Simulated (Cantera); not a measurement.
An adiabatic, constant-pressure homogeneous reactor starts with H₂ : O₂ : N₂ = 1 : 0.98 : 10.8 (molar parts), equivalence ratio 0.51, at 1500 K and 1.01 bar.

Detailed kinetics in Cantera: the H2/O2 subset of GRI-Mech 3.0, which has no nitrogen chemistry.

x: mole fraction; the columns are a selection and need not sum to one.

| t (s) | T (K) | x H₂ | x O₂ | x H | x HO₂ | x H₂O | x H₂O₂ | x OH |
|---|---|---|---|---|---|---|---|---|
| 2.00e-6 | 1500 | 0.0782 | 0.0767 | 9.05e-8 | ? | 3.17e-8 | 2.86e-10 | 1.58e-8 |
| 6.32e-6 | 1500 | 0.0782 | 0.0767 | 9.74e-7 | ? | 9.94e-7 | 2.40e-9 | 2.08e-7 |
| 2.00e-5 | 1500 | 0.0772 | 0.0762 | 0.000533 | ? | 0.000693 | 9.95e-8 | 0.000118 |
| 6.32e-5 | 1703 | 0.00832 | 0.0390 | 0.0182 | ? | 0.0585 | 5.56e-7 | 0.00683 |
| 0.000200 | 1910 | 0.00448 | 0.0378 | 0.00494 | ? | 0.0704 | 1.95e-7 | 0.00655 |
| 0.000632 | 2014 | 0.00125 | 0.0381 | 0.000611 | ? | 0.0777 | 7.99e-8 | 0.00391 |
| 0.00200 | 2042 | 0.000259 | 0.0386 | 5.55e-5 | ? | 0.0802 | 3.83e-8 | 0.00186 |
| 0.00632 | 2045 | 0.000165 | 0.0387 | 2.84e-5 | 8.58e-7 | 0.0805 | 3.43e-8 | 0.00149 |
| 0.0200 | 2045 | 0.000165 | 0.0387 | 2.83e-5 | 8.58e-7 | 0.0805 | 3.43e-8 | 0.00149 |
| 0.0632 | 2045 | 0.000165 | 0.0387 | 2.83e-5 | 8.58e-7 | 0.0805 | 3.43e-8 | 0.00149 |
| 0.200 | 2045 | 0.000165 | 0.0387 | 2.83e-5 | 8.58e-7 | 0.0805 | 3.43e-8 | 0.00149 |
| 0.632 | 2045 | 0.000165 | 0.0387 | 2.83e-5 | 8.58e-7 | 0.0805 | 3.43e-8 | 0.00149 |
| 2.00 | 2045 | 0.000165 | 0.0387 | 2.83e-5 | 8.58e-7 | 0.0805 | 3.43e-8 | 0.00149 |

What belongs in the gaps?


- 2.00e-6, x HO₂: 7.83e-8
- 6.32e-6, x HO₂: 2.68e-7
- 2.00e-5, x HO₂: 1.14e-5
- 6.32e-5, x HO₂: 1.03e-5
- 0.000200, x HO₂: 5.78e-6
- 0.000632, x HO₂: 2.18e-6
- 0.00200, x HO₂: 9.37e-7
